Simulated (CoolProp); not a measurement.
Vapour-liquid equilibrium of isobutene (1) + n-octane (2) at 0.264 bar; x and y are mole fractions of (1).

Model: multi-fluid Helmholtz-energy mixture model, Lemmon 2005 and Beckmüller 2019; pair parameters Bell 2016, in CoolProp.

```
x     bubble temperature, mixture model (°C)  bubble temperature, Raoult's law (°C)  y, mixture model  y, Raoult's law
----  --------------------------------------  -------------------------------------  ----------------  ---------------
0.05                                    39.6                                   38.8             0.850            0.859
0.15                                     7.1                                    7.4             0.979            0.979
0.25                                    -6.3                                   -6.1             0.993            0.993
0.35                                   -14.4                                  -14.4             0.996            0.997
0.45                                   -20.1                                  -20.2             0.998            0.998
0.55                                   -24.6                                  -24.7             0.999            0.999
0.65                                   -28.2                                  -28.2             0.999            0.999
0.75                                   -31.2                                  -31.2             1.000            1.000
0.85                                   -33.7                                  -33.7             1.000            1.000
0.95                                   -35.9                                  -35.9             1.000            1.000
```

The largest gap from Raoult's law is +0.8 K in bubble temperature, at x = 0.05. No azeotrope shows between x = 0.05 and 0.95.

The pair parameters rest on a limited set of measurements; away from them the model extrapolates. The gap from Raoult's law changes sign with composition, which may be real or a fault of the pair parameters; it wasn't checked against measurements.
